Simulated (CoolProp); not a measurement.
Vinyl chloride along the isobar 0.101 MPa: Z from the reference equation and from simpler models built on Tc = 425.0 K, pc = 5.600 MPa, ω = 0.160; each cubic takes its own stable root.

Model: reference Helmholtz-energy equation of state, Thol 2022, in CoolProp.

```csv
T (K),phase,reference
133.1,liquid,0.004748
151.5,liquid,0.004305
169.9,liquid,0.003959
188.3,liquid,0.003682
206.7,liquid,0.003457
225,liquid,0.003275
243.4,liquid,0.003125
261.8,gas,0.9719
280.2,gas,0.9776
298.6,gas,0.9818
316.9,gas,0.9850
```

### Question
How far does each simpler model (van der Waals, Redlich-Kwong, Soave-Redlich-Kwong, Peng-Robinson) lie from the reference over these 11 states: mean and median of the absolute difference, and the worst?

### Answer
- van der Waals: mean 8115.3 %, median 65.1 %, worst +31272.8 % at 243.4 K and 0.101 MPa
- Redlich-Kwong: mean 6.7 %, median 8.9 %, worst +13.5 % at 133.1 K and 0.101 MPa
- Soave-Redlich-Kwong: mean 6.3 %, median 7.8 %, worst +13.7 % at 133.1 K and 0.101 MPa
- Peng-Robinson: mean 1.7 %, median 1.5 %, worst -4.8 % at 243.4 K and 0.101 MPa

At some of these states van der Waals gives the other phase, because its saturation line lies elsewhere.
